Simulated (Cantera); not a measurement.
Charge: 1 mol TiN, a varied amount of Cl₂, 6.9 mol N₂, equilibrated at 2050 K and 0.100 bar.

These are equilibrium values from Cantera (NASA tables, ideal gas, pure condensed phases), not measurements of a reactor. Candidate condensed phases: Ti, TiCl₂, TiCl₃, TiCl₄, TiN; 9 gas species. The tables' values for TiCl₂ are old estimates; treat these amounts as uncertain. The numbers say what is thermodynamically allowed, not how fast it happens.

log p: log10 of the partial pressure in bar; nothing condenses.

```csv
n(Cl₂) (mol),log p N₂,log p Cl,log p TiCl₃,log p TiCl₄,log p Cl₂,log p TiCl₂,log p TiCl
1.5,-1.06,-3.23,-2.01,-3.13,-6.36,-2.88,-5.42
2.4,-1.11,-1.92,-2.39,-2.20,-3.73,-4.57,-8.43
3.3,___,___,___,-2.17,___,-5.14,___
4.2,-1.24,-1.48,-2.83,-2.20,-2.86,-5.45,-9.74
5.1,-1.29,-1.40,-2.95,-2.24,-2.70,-5.65,-10.02
6,-1.34,-1.34,-3.04,-2.28,-2.59,-5.80,-10.23
6.9,-1.38,-1.30,-3.12,-2.31,-2.51,-5.91,-10.38
7.8,-1.42,-1.27,-3.18,-2.35,-2.45,-6.01,-10.51
8.7,-1.45,-1.25,-3.24,-2.38,-2.40,-6.09,-10.61
9.6,-1.49,-1.23,-3.29,-2.41,-2.36,-6.15,-10.70
10,-1.50,-1.22,-3.31,-2.42,-2.35,-6.18,-10.73
11,-1.53,-1.21,-3.36,-2.45,-2.31,-6.24,-10.81
12,-1.56,-1.19,-3.40,-2.48,-2.29,-6.30,-10.88
```

Question: Fill in the missing entries.

Answer: 
- 3.3, log p N₂: -1.18
- 3.3, log p Cl: -1.62
- 3.3, log p TiCl₃: -2.66
- 3.3, log p Cl₂: -3.14
- 3.3, log p TiCl: -9.29
